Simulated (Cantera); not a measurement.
Cantera run:

```python
import numpy as np
import cantera as ct

gas_names = """
    CL CLO CL2 Fe FeCL FeCL2 FeCL3 FeO Fe(OH)2 Fe2CL4 Fe2CL6 H HCL HOCL HO2 H2 H2O H2O2 O OH O2 O3
""".split()
cond_names = """
    Fe(a) Fe(c) Fe(d) Fe(L) FeCL2(s) FeCL2(L) FeCL3(s) FeCL3(L) FeO(s) FeO(L) Fe(OH)2(s) Fe(OH)3(s)
    Fe2O3(s) Fe3O4(s) H2O(s) H2O(L)
""".split()


# ... load() reads the species with a 1 bar reference pressure and builds the phases ...
atoms = {
    'FeCl2': {'Fe': 1, 'CL': 2},
    'H2O': {'H': 2, 'O': 1},
    'H2': {'H': 2},
}
top_T = {'Fe2O3(s)': 1830, 'Fe3O4(s)': 1870}  # K; cautious upper limits of use, not melting points


# ... equilibrate(T, P, feed) seeds the gas with the atoms and calls Mixture.equilibrate('TP', solver="vcs", rtol=1e-11, max_steps=5000) ...
results = []
feed = {'FeCl2': 1, 'H2O': 6.1, 'H2': 0.55}  # mol
T = 1223.15  # K
P = 0.63  # Pa
mix = equilibrate(T, P, feed)
results.append((T, P, feed, dict(zip(mix.species_names, mix.species_moles))))
x = sorted(zip(gas.X, gas.species_names), reverse=True)
print(f"T = {T:g} K  P = {P:g} Pa  gas = {mix.phase_moles(0):.4g} mol")
print("   x: " + "  ".join(f"{s} {v:.3e}" for v, s in x if v > 1e-06))
print("   condensed (mol): " + ("  ".join(f"{mix.phase(i).name} {mix.phase_moles(i):.4g}"
      for i in range(1, mix.n_phases) if mix.phase_moles(i) > 1e-12) or "none"))
```

Output:

```
T = 1223.15 K  P = 0.63 Pa  gas = 7.65 mol
   x: H2O 6.766e-01  HCL 2.414e-01  H2 7.192e-02  FeCL2 9.986e-03  CL 9.311e-05  H 3.221e-05  OH 2.732e-06
   condensed (mol): FeO(s) 0.9236
```

Equilibrium computed with Cantera from the NASA thermochemical tables; the gas is ideal and each condensed phase is pure. The tables' stoichiometric FeO is somewhat more stable than real wüstite, so its field is too wide. FeO: taken at fixed stoichiometry.
